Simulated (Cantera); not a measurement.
A closed system holds: 1 mol Al, 1.6 mol O2, 85 mol H2, at 450 °C and 750 Torr.

Cantera equilibrium calculation (NASA polynomials, part measured and part estimated; ideal gas, pure solids and liquids). Candidate condensed phases: Al, Al2O3, H2O; 19 gas species. Equilibrium is a limit: real reactors are often held back by kinetics, nucleation or transport.

Base state: H2 0.980, H2O 0.0200 (mole fractions); condensed: Al2O3(s).

**Question.** What changes in the equilibrium state with this change: O2 from 1.6 to 7.3 mol?

**Answer.** 
```tsv
species	before	after
H2	0.980	0.846
H2O	0.0200	0.154
Al2O3(s), mol	0.500	0.500
```

**Question.** What changes in the equilibrium state with this change: temperature from 450 °C to 1875 °C?

**Answer.** 
```json
[
 {"species": "H2", "before": "0.980", "after": "0.976"},
 {"species": "H2O", "before": "0.0200", "after": "0.0199"},
 {"species": "H", "before": "<1e-9", "after": "0.00412"},
 {"species": "OH", "before": "<1e-9", "after": "1.08e-5"},
 {"species": "Al2O3(s), mol", "before": "0.500", "after": "0.500"}
]
```
Gases not in the tables: Al(OH)3.
